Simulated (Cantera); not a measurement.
Cantera run:

```python
import numpy as np
import cantera as ct

gas_names = """
    AL ALCL ALCL2 ALCL3 ALH ALO ALOCL ALOH ALO2 ALO2H AL2 AL2CL6 AL2O AL2O2 CL CLO CL2 H HALO HCL HOCL
    HO2 H2 H2O H2O2 O OH O2 O3
""".split()
cond_names = """
    AL(cr) AL(L) ALCL3(s) ALCL3(L) AL2O3(a) AL2O3(L) H2O(s) H2O(L)
""".split()


# ... load() reads the species with a 1 bar reference pressure and builds the phases ...
atoms = {
    'Al': {'AL': 1},
    'H2O': {'H': 2, 'O': 1},
    'H2': {'H': 2},
    'HCl': {'H': 1, 'CL': 1},
}
top_T = {}  # K; cautious upper limits of use, not melting points


# ... equilibrate(T, P, feed) seeds the gas with the atoms and calls Mixture.equilibrate('TP', solver="vcs", rtol=1e-11, max_steps=5000) ...
results = []
feed = {'Al': 1, 'H2O': 1.2, 'H2': 4, 'HCl': 2.3}  # mol
P = 47  # Pa
for T in [1500, 1550, 1600, 1650, 1700, 1750, 1800, 1850, 1900, 1950, 2000]:
    mix = equilibrate(T, P, feed)
    results.append((T, P, feed, dict(zip(mix.species_names, mix.species_moles))))

top = {s: max(r[3][s] / sum(r[3][g] for g in gas_names) for r in results) for s in gas_names}
cols = sorted((s for s in top if top[s] > 0.001), key=lambda s: -top[s])[:6]
seen = [c for c in cond_names if any(r[3].get(c, 0) > 1e-12 for r in results)]
print("log10 of partial pressures in bar; condensed amounts in mol")
print(f"{'T/K':>10s}" + "".join(f"{s[:9]:>10s}" for s in cols + seen))
for T, P, feed, n in results:
    ng = sum(n[g] for g in gas_names)
    print(f"{T:10.4g}" + "".join(f"{np.log10(max(n[s] / ng * P / 1e5, 1e-99)):10.3f}" for s in cols)
          + "".join(f"{n.get(c, 0):10.4g}" for c in seen))
```

Output:

```
log10 of partial pressures in bar; condensed amounts in mol
       T/K        H2       HCL         H      ALCL        CL     ALCL3  AL2O3(a)
      1500    -3.470    -3.927    -6.489    -5.304    -7.040    -5.246       0.4
      1550    -3.475    -3.915    -6.239    -5.158    -6.777    -5.446    0.3999
      1600    -3.479    -3.906    -6.004    -5.066    -6.533    -5.685    0.3998
      1650    -3.482    -3.900    -5.783    -5.011    -6.307    -5.946    0.3997
      1700    -3.485    -3.898    -5.574    -4.977    -6.097    -6.216    0.3994
      1750    -3.487    -3.899    -5.377    -4.955    -5.901    -6.485    0.3989
      1800    -3.490    -3.901    -5.191    -4.940    -5.718    -6.748    0.3981
      1850    -3.495    -3.906    -5.016    -4.928    -5.547    -7.002    0.3967
      1900    -3.500    -3.914    -4.851    -4.916    -5.386    -7.247    0.3945
      1950    -3.508    -3.925    -4.695    -4.904    -5.237    -7.483     0.391
      2000    -3.518    -3.940    -4.548    -4.889    -5.098    -7.710     0.386
```

Cantera equilibrium calculation (NASA polynomials, part measured and part estimated; ideal gas, pure solids and liquids). The tables' values for AlCl2, AlOH are old estimates; treat these amounts as uncertain.
